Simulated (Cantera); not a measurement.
**BN + F2 + H2 (nitride etching)**

Charge: 1 mol BN, a varied amount of F2, 3.1 mol H2, held at 1600 K and 0.120 bar.

Method: chemical equilibrium by Gibbs-energy minimisation in Cantera with the NASA 1993 tables (ideal gas, pure condensed phases). Candidate condensed phases: B, BN; 31 gas species. The tables' values for BF2 are old estimates; treat these amounts as uncertain. The numbers say what is thermodynamically allowed, not how fast it happens.

```json
[
 {"n(F2) (mol)": "2", "log p HF": "-1.63", "log p F": "-9.55", "log p H2": "-1.21", "log p BF3": "-1.63", "log p N2": "-1.93"},
 {"n(F2) (mol)": "3.4", "log p HF": "-1.15", "log p F": "-8.86", "log p H2": "-1.65", "log p BF3": "-1.73", "log p N2": "-2.03"},
 {"n(F2) (mol)": "4.7", "log p HF": "-1.03", "log p F": "-2.52", "log p H2": "<-12", "log p BF3": "-1.82", "log p N2": "-2.12"},
 {"n(F2) (mol)": "6.1", "log p HF": "-1.16", "log p F": "-1.47", "log p H2": "<-12", "log p BF3": "-1.95", "log p N2": "-2.25"},
 {"n(F2) (mol)": "7.4", "log p HF": "-1.25", "log p F": "-1.30", "log p H2": "<-12", "log p BF3": "-2.04", "log p N2": "-2.35"},
 {"n(F2) (mol)": "8.8", "log p HF": "-1.33", "log p F": "-1.21", "log p H2": "<-12", "log p BF3": "-2.13", "log p N2": "-2.43"},
 {"n(F2) (mol)": "10", "log p HF": "-1.39", "log p F": "-1.16", "log p H2": "<-12", "log p BF3": "-2.19", "log p N2": "-2.49"}
]
```
log p: log10 of the partial pressure in bar; nothing condenses.

From 2 mol F2 to 10 mol F2 nothing is condensed. The main B-bearing gas is BF3 throughout.
